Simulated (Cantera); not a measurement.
Feed: 1 mol Ta(OEt)₅, 0.93 mol CO₂, 170 mol H₂, held at 2700 K and 101000 Pa.

Cantera equilibrium calculation (NASA polynomials, part measured and part estimated; ideal gas, pure solids and liquids). Candidate condensed phases: C, C₆H₆, C₇H₈, C₈H₁₈, H₂O, Ta, TaC, Ta₂O₅; 113 gas species. The feed counts by its element totals alone. TaC: taken at fixed stoichiometry. Condensed phases not in the tables: Ta₂C. The numbers say what is thermodynamically allowed, not how fast it happens.

Base state: H₂ 0.903, H 0.0536, CO 0.0353, C₂H₂ (acetylene) 0.00770, CH₃ 5.65e-5, CH₄ 5.55e-5, C₂H 4.86e-5, C₄H₂ 2.73e-5 (mole fractions); condensed: TaC(s).

### Question
What changes in the equilibrium state with this change: temperature from 2700 K to 898 K?

### Answer
| species | before | after |
|---|---|---|
| H₂ | 0.903 | 0.914 |
| CH₄ | 5.55e-5 | 0.0611 |
| H₂O | 8.26e-7 | 0.0228 |
| H | 0.0536 | <1e-9 |
| CO | 0.0353 | 0.00220 |
| C₂H₂ (acetylene) | 0.00770 | <1e-9 |
| CH₃ | 5.65e-5 | <1e-9 |
| C₂H | 4.86e-5 | <1e-9 |
| C₄H₂ | 2.73e-5 | <1e-9 |
| CO₂ | 4.80e-9 | 0.000128 |
| TaC(s), mol | 1.00 | 0 |
| Ta₂O₅(s), mol | 0 | 0.500 |
